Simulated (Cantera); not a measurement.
What does this Cantera script print?

```python
import numpy as np
import cantera as ct

gas_names = """
    B BF BF2 BF3 BN BO BOF BOF2 BO2 B2 B2O B2O2 B2O3 B3O3F3 F FO FO2 F2 F2O N NF NF2 NF3 NO NO2 NO3 N2
    N2O O O2 O3
""".split()
cond_names = """
    B(b) B(L) BN(s) B2O3(L)
""".split()


# ... load() reads the species with a 1 bar reference pressure and builds the phases ...
atoms = {
    'B2O3': {'B': 2, 'O': 3},
    'NF3': {'N': 1, 'F': 3},
    'O2': {'O': 2},
}
top_T = {'BN(s)': 3200}  # K; cautious upper limits of use, not melting points


# ... equilibrate(T, P, feed) seeds the gas with the atoms and calls Mixture.equilibrate('TP', solver="vcs", rtol=1e-11, max_steps=5000) ...
results = []
feed = {'B2O3': 1, 'NF3': 8.7, 'O2': 0.35}  # mol
T = 1923.15  # K
P = 133.322  # Pa
mix = equilibrate(T, P, feed)
results.append((T, P, feed, dict(zip(mix.species_names, mix.species_moles))))
print(gas.report(threshold=0.001))
for i in range(1, mix.n_phases):
    print(f"{mix.phase(i).name:16s} {mix.phase_moles(i):12.5e} mol")
```

Result:

```
       temperature   1923.2 K
          pressure   133.32 Pa
           density   0.00020555 kg/m^3
  mean mol. weight   24.652 kg/kmol
   phase of matter   gas

                          1 kg             1 kmol
                     ---------------   ---------------
          enthalpy        8.8885e+05        2.1912e+07  J
   internal energy        2.4024e+05        5.9224e+06  J
           entropy             11647        2.8714e+05  J/K
    Gibbs function       -2.1511e+07       -5.3029e+08  J
 heat capacity c_p            1157.4             28532  J/K
 heat capacity c_v            820.09             20217  J/K

                      mass frac. Y      mole frac. X     chem. pot. / RT
                     ---------------   ---------------   ---------------
               BF3           0.19413           0.07058           -118.94
                 F           0.54666           0.70936           -23.777
                NO         0.0018088         0.0014861           -36.657
                N2           0.17361           0.15278           -35.308
                 O         0.0016203         0.0024967           -19.003
                O2          0.082155          0.063295           -38.005
     [  +25 minor]        1.7338e-05        1.0689e-05

B(b)              0.00000e+00 mol
BN(s)             0.00000e+00 mol
B2O3(L)           0.00000e+00 mol
```

Method: chemical equilibrium by Gibbs-energy minimisation in Cantera with the NASA 1993 tables (ideal gas, pure condensed phases).
